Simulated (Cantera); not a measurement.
A closed system holds: 1 mol Si, 0.52 mol Cl2, 1.8 mol H2, held at 1225 K and 11.0 bar.

These are equilibrium values from Cantera (NASA tables, ideal gas, pure condensed phases), not measurements of a reactor. Candidate condensed phases: Si; 19 gas species. The tables' values for SiCl3 are old estimates; treat these amounts as uncertain. The numbers say what is thermodynamically allowed, not how fast it happens.

Base state: H2 0.830, SiHCl3 0.0651, SiCl4 0.0642, HCl 0.0255, SiH2Cl2 0.00882, SiCl3 0.00394, SiCl2 0.00192, SiH3Cl 0.000329 (mole fractions); condensed: Si(s).

Q: What changes in the equilibrium state with this change: temperature from 1225 K to 525 K?

A: 
| species | before | after |
|---|---|---|
| H2 | 0.830 | 0.847 |
| SiHCl3 | 0.0651 | 0.0857 |
| SiCl4 | 0.0642 | 0.0627 |
| HCl | 0.0255 | 2.24e-6 |
| SiCl2 | 0.00192 | <1e-9 |
| SiCl3 | 0.00394 | 4.12e-9 |
| SiH3Cl | 0.000329 | 4.16e-5 |
| Si(s), mol | 0.706 | 0.692 |
